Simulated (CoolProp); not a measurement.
Vapour-liquid equilibrium of acetone (1) + n-hexane (2) at 324.2 K; x and y are mole fractions of (1).

The numbers come from the multi-fluid Helmholtz-energy mixture model, Lemmon 2006 and Thol 2019; pair parameters Bell 2016 in CoolProp.

```tsv
x	bubble pressure, mixture model (kPa)	bubble pressure, Raoult's law (kPa)	y, mixture model	y, Raoult's law
0.05	70.72	57.58	0.236	0.074
0.2	___	61.92	0.479	0.275
0.35	101.9	66.26	0.557	0.449
0.5	104.8	70.60	0.599	0.602
0.65	___	74.94	0.639	0.738
0.8	103.4	79.28	0.707	0.858
0.95	92.81	83.62	___	0.966
```

Fill in the missing entries.


- 0.2, bubble pressure, mixture model (kPa): 93.72
- 0.65, bubble pressure, mixture model (kPa): 105.5
- 0.95, y, mixture model: 0.878

The largest gap from Raoult's law is +53.8 % in bubble pressure, at x = 0.35. y crosses x between x = 0.5 and 0.65: the model has an azeotrope there.

Pair parameters are fitted to limited data, so mixtures are less certain than the pure fluids. With so large a gap from Raoult's law the liquid may split in two, which this calculation doesn't test in full.
